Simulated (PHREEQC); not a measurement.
Model water analysis in mg/kgw, 25 °C, pH 6.31, pe 11.7:

```json
[
 {"constituent": "Na", "mg/kgw": "3870"},
 {"constituent": "K", "mg/kgw": "43.9"},
 {"constituent": "Ca", "mg/kgw": "401"},
 {"constituent": "Mg", "mg/kgw": "630"},
 {"constituent": "Cl", "mg/kgw": "8080"},
 {"constituent": "S(6) as SO4", "mg/kgw": "830"},
 {"constituent": "Alkalinity as HCO3", "mg/kgw": "15.8"},
 {"constituent": "Cd", "mg/kgw": "6.7"}
]
```

Cl is adjusted to close the charge balance.
Valence states are taken as typed.

Computed with PHREEQC (ion-association model, phreeqc.dat).

Each row changes one thing in this solution. Precipitation was switched off in this run.

```tsv
case	HCO3- (mol/kgw)	CO2 (mol/kgw)	MgHCO3+ (mol/kgw)	NaHCO3 (mol/kgw)	KSO4- (mol/kgw)	CaHCO3+ (mol/kgw)	SI of Gypsum (CaSO4:2H2O)	SI of Otavite (CdCO3)
as made	0.000220	0.000167	2.06e-5	1.04e-5	9.35e-6	7.70e-6	-0.88	-1.47
pH from 6.31 to 7.31 at the same alkalinity	0.000215	?	2.00e-5	1.01e-5	9.35e-6	7.51e-6	-0.88	?
Alkalinity from 15.8 to 47.4 mg/kgw	0.000660	?	6.15e-5	3.11e-5	9.35e-6	2.31e-5	-0.88	?
```

Problem. Complete the blanks.

Solution. 
- pH from 6.31 to 7.31 at the same alkalinity, CO2 (mol/kgw): 1.63e-5
- pH from 6.31 to 7.31 at the same alkalinity, SI of Otavite (CdCO3): -0.48
- Alkalinity from 15.8 to 47.4 mg/kgw, CO2 (mol/kgw): 0.000500
- Alkalinity from 15.8 to 47.4 mg/kgw, SI of Otavite (CdCO3): -0.99
